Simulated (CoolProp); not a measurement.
Model: reference Helmholtz-energy equation of state, Thol 2018, in CoolProp.

Task: Give the vapour pressure (bar), enthalpy of vaporisation (kJ/kg), vapour Z of saturated hydrogen chloride at 222.5, 246.1 K.

Result: 
| T (K) | p (bar) | enthalpy of vaporisation (kJ/kg) | vapour Z |
|---|---|---|---|
| 222.5 | 5.13 | 402 | 0.913 |
| 246.1 | 11.9 | 366 | 0.849 |
